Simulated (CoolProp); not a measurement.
Properties of hydrogen chloride along the isobar 0.101 MPa (Tc = 324.7 K, pc = 8.314 MPa, ω = 0.130).

Values from CoolProp's reference Helmholtz-energy equation of state, Thol 2018.

| T (K) | phase | density (kg/m³) | cp (kJ/(kg K)) | cv (kJ/(kg K)) | Joule-Thomson coefficient (K/MPa) | isothermal compressibility (1/MPa) |
|---|---|---|---|---|---|---|
| 308.2 | gas | 1.445 | 0.8081 | 0.5748 | 14.54 | 9.955 |
| 328.9 | gas | 1.353 | 0.8060 | 0.5737 | 12.51 | 9.945 |
| 349.6 | gas | 1.272 | 0.8045 | 0.5730 | 10.96 | 9.937 |
| 370.3 | gas | 1.200 | 0.8036 | 0.5727 | 9.735 | 9.931 |
| 391 | gas | 1.136 | 0.8031 | 0.5726 | 8.754 | 9.926 |
| 411.6 | gas | 1.078 | 0.8029 | 0.5728 | 7.951 | 9.923 |
| 432.3 | gas | 1.026 | 0.8030 | 0.5731 | 7.274 | 9.920 |
| 453 | gas | 0.9793 | 0.8034 | 0.5737 | 6.695 | 9.917 |
